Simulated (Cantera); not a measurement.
Charge: 1 mol CaCl₂, 3.2 mol O₂, 67 mol H₂, equilibrated at 1550 K and 0.00510 Torr.

These are equilibrium values from Cantera (NASA tables, ideal gas, pure condensed phases), not measurements of a reactor. Condensed phases not in the tables: oxide chlorides. Equilibrium is a limit: real reactors are often held back by kinetics, nucleation or transport.

| species | before | after |
|---|---|---|
| H₂ | 0.880 | 0.966 |
| H | 0.0113 | 0.0119 |
| CaCl₂ | 0.00204 | 0.00999 |
| H₂O | 0.0810 | 0.00194 |
| HCl | 0.0249 | 0.00851 |
| Ca | 1.44e-5 | 0.000660 |
| OH | 3.51e-5 | 7.99e-7 |
| CaCl | 4.20e-5 | 0.000630 |
| Cl | 0.000255 | 8.35e-5 |
| CaO(s), mol | 0.857 | 0.227 |
Gas species are given as mole fractions.

Task: Which change was made?
A) O₂ from 3.2 to 0.18 mol
B) temperature from 1550 K to 750 K
C) O₂ from 3.2 to 1.5 mol
D) H₂ from 67 to 11 mol

Result: A, O₂ from 3.2 to 0.18 mol
